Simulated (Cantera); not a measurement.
A perfectly stirred reactor is fed with H2 : O2 = 0.16 : 1 (molar parts), equivalence ratio 0.080, at 20.0 Torr; it is held at 1250 K, and followed from long to short residence time.

Detailed kinetics in Cantera: the H2/O2 subset of GRI-Mech 3.0, which has no nitrogen chemistry. Radical loss at walls, strong at low pressure, is not modelled. The temperature is held fixed by assumption; the heat of reaction is taken as removed at once.

Problem. What does this change do: O2 1 to 2.4 parts?

Solution. 
```csv
quantity,before,after
x(H2) at τ = 12.0 s,5.03e-5,2.58e-5
x(O2) at τ = 12.0 s,0.851,0.935
x(OH) at τ = 12.0 s,0.000654,0.000446
x(H) at τ = 12.0 s,1.06e-5,6.96e-6
x(HO2) at τ = 12.0 s,1.12e-6,6.23e-7
x(H2) at τ = 55.0 ms,0.00148,0.000680
x(O2) at τ = 55.0 ms,0.840,0.925
x(OH) at τ = 55.0 ms,0.00390,0.00258
x(H) at τ = 55.0 ms,0.00216,0.00126
x(HO2) at τ = 55.0 ms,9.36e-6,4.88e-6
```
